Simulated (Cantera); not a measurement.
Mixture: 22.5 % H2, 16.3 % O2, 61.2 % N2, equivalence ratio 0.69, at 8.20 bar, adiabatic and at constant volume. Ignition delay is the time to a rise of 400 K.

Cantera simulation using the H2/O2 subset of GRI-Mech 3.0, which has no nitrogen chemistry; the numbers are that mechanism's predictions, not measurements. The hydrogen kinetics of GRI-Mech 3.0 are dated; newer H2 mechanisms differ, most at raised pressure.

Task: At T0 = 1325 K, what is the delay, and which 6 reactions control it most (d ln τ / d ln k, from doubling and halving each rate constant)?

Result: The delay is 4.11 µs.
```csv
reaction,d ln τ / d ln k,faster rate
H + O2 <=> O + OH,-1.26,shortens it
H + O2 + N2 <=> HO2 + N2,0.36,lengthens it
H2 + O <=> H + OH,-0.21,shortens it
H + O2 + M <=> HO2 + M,0.21,lengthens it
H2 + OH <=> H + H2O,-0.11,shortens it
H + O2 + O2 <=> HO2 + O2,0.07,lengthens it
```
